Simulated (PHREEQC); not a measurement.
**Phosphoric acid bath: speciation**

Make-up at 25 °C: 0.039 mol/kgw H3PO4, 0.011 mol/kgw H2SO4 and 0.12 mol/kgw ZnSO4. Closed to the air; pH follows from the charge balance.

Equilibrium calculation in PHREEQC: ion-association model, wateq4f.dat.

The pH is 1.85 and the ionic strength is 0.258 mol/kgw. The total alkalinity is -61.0 meq/kg.

| species | molality | activity | log γ |
|---|---|---|---|
| Zn+2 | 0.0624 | 0.0189 | -0.518 |
| ZnSO4 | 0.0440 | 0.0467 | 0.026 |
| SO4-2 | 0.0396 | 0.0105 | -0.575 |
| H3PO4 | 0.0229 | 0.0243 | 0.026 |
| HSO4- | 0.0202 | 0.0144 | -0.148 |
| H+ | 0.0178 | 0.0141 | -0.104 |
| H2PO4- | 0.0161 | 0.0118 | -0.136 |
| Zn(SO4)2-2 | 0.0135 | 0.00400 | -0.529 |
| HPO4-2 | 1.91e-7 | 5.19e-8 | -0.565 |
| ZnOH+ | 1.99e-9 | 1.47e-9 | -0.132 |

This is a speciation only: nothing precipitates in the calculation. H3PO4, which wateq4f.dat lacks, is added to it with the constant of phreeqc.dat. The database has no phosphate complexes of Zn.
